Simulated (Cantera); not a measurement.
Input: 1 mol Fe2O3, 0.64 mol Cl2, 0.54 mol H2, held at 0.850 bar.

Equilibrium computed with Cantera from the NASA thermochemical tables; the gas is ideal and each condensed phase is pure. Candidate condensed phases: Fe, FeCl2, FeCl3, FeO, Fe(OH)2, Fe(OH)3, Fe2O3, Fe3O4, H2O; 22 gas species. Condensed phases not in the tables: FeOCl. The numbers say what is thermodynamically allowed, not how fast it happens. All values below are at 773 K.

Base state: HCl 0.859, Cl2 0.0866, H2O 0.0380, Fe2Cl6 0.00941, FeCl3 0.00655 (mole fractions); condensed: Fe2O3(s).

Q: What changes in the equilibrium state with this change: Fe2O3 replaced by TiO2?

A: 
| species | before | after |
|---|---|---|
| HCl | 0.859 | 0.912 |
| Cl2 | 0.0866 | 0.0848 |
| H2O | 0.0380 | 0.00205 |
| Fe2Cl6 | 0.00941 | 0 |
| TiCl4 | 0 | 0.00102 |
| FeCl3 | 0.00655 | 0 |
| Fe2O3(s), mol | 0.985 | 0 |
| TiO2(rutile), mol | 0 | 0.999 |
Condensed phases not in the tables: TiOCl. Further candidate phases: Ti, TiCl2, TiCl3, TiCl4, TiO, TiO2, Ti2O3, Ti3O5, Ti4O7.
